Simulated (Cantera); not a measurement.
A closed system holds: 1 mol B2H6, a varied amount of NH3, 0.59 mol H2, equilibrated at 798.15 K and 1.00 Torr.

Method: chemical equilibrium by Gibbs-energy minimisation in Cantera with the NASA 1993 tables (ideal gas, pure condensed phases). Candidate condensed phases: B, BN; 15 gas species. The feed counts by its element totals alone. Rates play no part.

### Question
Which condensed phases are stable at each of these points (n(NH3) (mol)): 0.97, 1.3, 1.8, 2.4, 3.2, 4.4, 5.9, 8, 11, 15, 20?

### Answer
```
n(NH3) (mol)  condensed phases  B condensed (%)
------------  ----------------  ---------------
0.97              B(s) + BN(s)            100.0
1.3               B(s) + BN(s)            100.0
1.8               B(s) + BN(s)            100.0
2.4                      BN(s)            100.0
3.2                      BN(s)            100.0
4.4                      BN(s)            100.0
5.9                      BN(s)            100.0
8                        BN(s)            100.0
11                       BN(s)            100.0
15                       BN(s)            100.0
20                       BN(s)            100.0
```

From 0.97 mol NH3 to 1.8 mol NH3 the condensed part is B(s) + BN(s). From 2.4 mol NH3 to 20 mol NH3 the condensed part is BN(s).
